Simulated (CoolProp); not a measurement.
C3F8 (R218) at several states: Z from the reference equation and from simpler models built on Tc = 345.0 K, pc = 26.40 bar, ω = 0.317; each cubic takes its own stable root.

Computed with CoolProp (reference Helmholtz-energy equation of state, Lemmon 2006). It is a short technical equation, of lower accuracy than the large ones.

```tsv
T (K)	p (bar)	phase	reference
212.5	1.31	liquid	0.008191
288.1	17.8	liquid	0.1002
160.2	0.139	liquid	0.001040
320.8	36.7	liquid	0.2097
409.3	62.8	supercritical	0.5762
```

**Question.** How far does each simpler model (van der Waals, Redlich-Kwong, Soave-Redlich-Kwong, Peng-Robinson) lie from the reference over these 5 states: mean and median of the absolute difference, and the worst?

**Answer.** 
- van der Waals: mean 21367.1 %, median 59.6 %, worst +95188.5 % at 160.2 K and 0.139 bar
- Redlich-Kwong: mean 10.8 %, median 9.8 %, worst +14.7 % at 320.8 K and 36.7 bar
- Soave-Redlich-Kwong: mean 8.0 %, median 8.0 %, worst +10.5 % at 320.8 K and 36.7 bar
- Peng-Robinson: mean 4.1 %, median 4.7 %, worst -6.6 % at 212.5 K and 1.31 bar

At some of these states van der Waals gives the other phase, because its saturation line lies elsewhere.
